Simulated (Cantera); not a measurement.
Input (Python, Cantera) and output of one run.

```python
import numpy as np
import cantera as ct

gas_names = """
    CL CL2 H HCL H2 Si SiCL SiCL2 SiCL3 SiCL4 SiH SiHCL3 SiH2 SiH2CL2 SiH3 SiH3CL SiH4 Si2 Si3
""".split()
cond_names = """
    Si(cr) Si(L)
""".split()


# ... load() reads the species with a 1 bar reference pressure and builds the phases ...
atoms = {
    'SiCl4': {'Si': 1, 'CL': 4},
    'HCl': {'H': 1, 'CL': 1},
    'H2': {'H': 2},
}
top_T = {}  # K; cautious upper limits of use, not melting points


# ... equilibrate(T, P, feed) seeds the gas with the atoms and calls Mixture.equilibrate('TP', solver="vcs", rtol=1e-11, max_steps=5000) ...
results = []
feed = {'SiCl4': 1, 'HCl': 3.8, 'H2': 0.78}  # mol
T = 1350  # K
P = 100000  # Pa
mix = equilibrate(T, P, feed)
results.append((T, P, feed, dict(zip(mix.species_names, mix.species_moles))))
x = sorted(zip(gas.X, gas.species_names), reverse=True)
print(f"T = {T:g} K  P = {P:g} Pa  gas = {mix.phase_moles(0):.4g} mol")
print("   x: " + "  ".join(f"{s} {v:.3e}" for v, s in x if v > 0.001))
print("   condensed (mol): " + ("  ".join(f"{mix.phase(i).name} {mix.phase_moles(i):.4g}"
      for i in range(1, mix.n_phases) if mix.phase_moles(i) > 1e-12) or "none"))
```

Output:

```
T = 1350 K  P = 100000 Pa  gas = 5.588 mol
   x: HCL 6.849e-01  SiCL4 1.742e-01  H2 1.361e-01  SiCL3 2.572e-03  SiHCL3 1.982e-03
   condensed (mol): none
```

Method: chemical equilibrium by Gibbs-energy minimisation in Cantera with the NASA 1993 tables (ideal gas, pure condensed phases). The tables' values for SiCl3 are old estimates; treat these amounts as uncertain.
